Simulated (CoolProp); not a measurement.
A single-stage vapour-compression cycle with R245ca: evaporating at 285.15 K (dew point), condensing at 311.15 K (bubble point), superheat 8 K, subcooling 0 K, compressor efficiency 0.9, no pressure losses. Each further row changes one setting.

Model: reference Helmholtz-energy equation of state, Zhou 2016, in CoolProp.

```json
[
 {"case": "as stated", "cooling COP": "8.96", "pressure ratio": "2.74", "discharge temperature (K)": "317.8", "refrigerating effect (kJ/kg)": "183", "volumetric capacity (kJ/m³)": "607"},
 {"case": "evaporating temperature 290.15 K", "cooling COP": "11.5", "pressure ratio": "(withheld)", "discharge temperature (K)": "317.8", "refrigerating effect (kJ/kg)": "187", "volumetric capacity (kJ/m³)": "(withheld)"},
 {"case": "condensing temperature 306.15 K", "cooling COP": "(withheld)", "pressure ratio": "(withheld)", "discharge temperature (K)": "313.4", "refrigerating effect (kJ/kg)": "190", "volumetric capacity (kJ/m³)": "630"},
 {"case": "subcooling 5 K", "cooling COP": "(withheld)", "pressure ratio": "2.74", "discharge temperature (K)": "317.8", "refrigerating effect (kJ/kg)": "190", "volumetric capacity (kJ/m³)": "630"},
 {"case": "superheat 18 K", "cooling COP": "9.06", "pressure ratio": "2.74", "discharge temperature (K)": "(withheld)", "refrigerating effect (kJ/kg)": "192", "volumetric capacity (kJ/m³)": "614"},
 {"case": "compressor efficiency 0.8", "cooling COP": "(withheld)", "pressure ratio": "2.74", "discharge temperature (K)": "(withheld)", "refrigerating effect (kJ/kg)": "183", "volumetric capacity (kJ/m³)": "607"}
]
```

Task: Complete the blanks.

Result: 
- evaporating temperature 290.15 K, pressure ratio: 2.22
- evaporating temperature 290.15 K, volumetric capacity (kJ/m³): 757
- condensing temperature 306.15 K, cooling COP: 11.3
- condensing temperature 306.15 K, pressure ratio: 2.30
- subcooling 5 K, cooling COP: 9.30
- superheat 18 K, discharge temperature (K): 327.9
- compressor efficiency 0.8, cooling COP: 7.96
- compressor efficiency 0.8, discharge temperature (K): 320.5
